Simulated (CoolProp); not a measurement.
Properties of ethanol along the isotherm 545 K.

Computed with CoolProp (reference Helmholtz-energy equation of state, Schroeder 2014).

```csv
p (MPa),phase,speed of sound (m/s),Joule-Thomson coefficient (K/MPa),isothermal compressibility (1/MPa),Prandtl number
0.0991,gas,326.4,7.722,10.13,[?]
0.167,gas,[?],7.729,6.024,0.814
0.282,gas,324.9,7.740,3.583,0.816
0.476,gas,323.2,[?],2.138,0.820
0.804,gas,320.2,7.796,1.283,0.827
1.36,gas,315.1,7.861,0.7765,0.840
2.29,gas,[?],7.989,[?],0.867
3.86,gas,288.7,8.281,0.3178,0.936
6.52,supercritical,248.6,9.040,0.2671,1.24
11,supercritical,238.1,3.373,0.1217,2.67
18.6,supercritical,444.6,[?],0.01677,2.45
31.3,supercritical,[?],0.2341,0.006394,2.53
```

Question: Some entries are withheld; supply them.

Answer: 
- 0.0991, Prandtl number: 0.812
- 0.167, speed of sound (m/s): 325.9
- 0.476, Joule-Thomson coefficient (K/MPa): 7.760
- 2.29, speed of sound (m/s): 306.1
- 2.29, isothermal compressibility (1/MPa): 0.4829
- 18.6, Joule-Thomson coefficient (K/MPa): 0.7801
- 31.3, speed of sound (m/s): 636.1

Viscosity comes from a separate model (Kiselev 2005). Thermal conductivity comes from a separate model (Assael 2013).
